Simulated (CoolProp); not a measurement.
The numbers come from the reference Helmholtz-energy equation of state, Lemmon 2006 in CoolProp. It is a short technical equation, of lower accuracy than the large ones.

For C3F8 (R218), give the phase and the cp (kJ/(kg K)) at 304 K and 0.101 MPa.


- 304 K and 0.101 MPa: gas; cp 0.805
